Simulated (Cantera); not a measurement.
# Thermodynamics of carbothermic reduction, feed Fe2O3 + C + N2

A closed system holds: 1 mol Fe2O3, 0.41 mol C, a varied amount of N2, held at 1625 K and 13.3 mbar.

These are equilibrium values from Cantera (NASA tables, ideal gas, pure condensed phases), not measurements of a reactor. Candidate condensed phases: C, Fe, Fe(CO)5, FeO, Fe2O3, Fe3O4; 27 gas species. Mutual solubility and eutectic melting of coexisting phases are not modelled. The tables' stoichiometric FeO is somewhat more stable than real wüstite, so its field is too wide. FeO: taken at fixed stoichiometry. The numbers say what is thermodynamically allowed, not how fast it happens.

```tsv
n(N2) (mol)	log p N2	log p CO2	log p CO	log p NO	log p O2	log p Fe	log p O	log p FeO	n FeO(s)	n Fe3O4(s)
1.6	-1.97	-2.59	-3.90	-6.51	-6.50	-7.90	-7.96	-8.28	1.40	0.199
3.1	-1.93	-2.83	-4.14	-6.49	-6.50	-7.90	-7.96	-8.28	1.40	0.199
4.6	-1.91	-2.98	-4.29	-6.48	-6.50	-7.90	-7.96	-8.28	1.40	0.199
6.1	-1.90	-3.10	-4.41	-6.48	-6.50	-7.90	-7.96	-8.28	1.40	0.199
7.6	-1.90	-3.19	-4.50	-6.47	-6.50	-7.90	-7.96	-8.28	1.40	0.198
9.1	-1.89	-3.26	-4.57	-6.47	-6.50	-7.90	-7.96	-8.28	1.40	0.198
11	-1.89	-3.34	-4.65	-6.47	-6.50	-7.90	-7.96	-8.28	1.41	0.198
12	-1.89	-3.38	-4.69	-6.47	-6.50	-7.90	-7.96	-8.28	1.41	0.198
```
log p: log10 of the partial pressure in bar; n: condensed amount in mol.

From 1.6 mol N2 to 12 mol N2 the condensed part is FeO(s) + Fe3O4(s). The main Fe-bearing gas is Fe throughout.
